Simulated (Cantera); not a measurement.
Charge: 1 mol Si, 2.5 mol HCl, 0.85 mol H2, 1.3 mol Cl2, at 752 °C and 1.10 bar.

These are equilibrium values from Cantera (NASA tables, ideal gas, pure condensed phases), not measurements of a reactor. Candidate condensed phases: Si; 19 gas species. The tables' values for SiCl3 are old estimates; treat these amounts as uncertain. Rates play no part.

**Question.** What is the equilibrium state?

**Answer.** 
| Property | Result |
|---|---|
| x(H2) | 0.421 |
| x(HCl) | 0.305 |
| x(SiCl4) | 0.271 |
| x(SiHCl3) | 0.00322 |
| x(SiCl3) | 0.000112 |
| x(SiH2Cl2) | 4.24e-6 |
| gas amount | 3.650 mol |
| log10 activity of Si(s) (absent) | -5.61 |
